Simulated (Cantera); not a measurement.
Feed: 1 mol Cu, 1.6 mol CO2, 13 mol H2, 0.03 mol O2, at 133 Pa.

These are equilibrium values from Cantera (NASA tables, ideal gas, pure condensed phases), not measurements of a reactor. Candidate condensed phases: C, C6H6, C7H8, C8H18, Cu, CuO, Cu(OH)2, Cu2O, H2O; 113 gas species. Rates play no part.

Task: Which condensed phases are stable at each of these points (T (K)): 1073, 1173, 1273, 1373, 1473, 1573, 1673, 1773?

Result: 
```json
[
 {"T (K)": "1073", "condensed phases": "Cu(s)", "Cu condensed (%)": "100.0"},
 {"T (K)": "1173", "condensed phases": "Cu(s)", "Cu condensed (%)": "100.0"},
 {"T (K)": "1273", "condensed phases": "Cu(s)", "Cu condensed (%)": "99.9"},
 {"T (K)": "1373", "condensed phases": "Cu(l)", "Cu condensed (%)": "99.1"},
 {"T (K)": "1473", "condensed phases": "Cu(l)", "Cu condensed (%)": "94.3"},
 {"T (K)": "1573", "condensed phases": "Cu(l)", "Cu condensed (%)": "70.3"},
 {"T (K)": "1673", "condensed phases": "gas only", "Cu condensed (%)": "0.0"},
 {"T (K)": "1773", "condensed phases": "gas only", "Cu condensed (%)": "0.0"}
]
```

From 1073 K to 1273 K the condensed part is Cu(s). From 1373 K to 1573 K the condensed part is Cu(l). From 1673 K to 1773 K nothing is condensed.
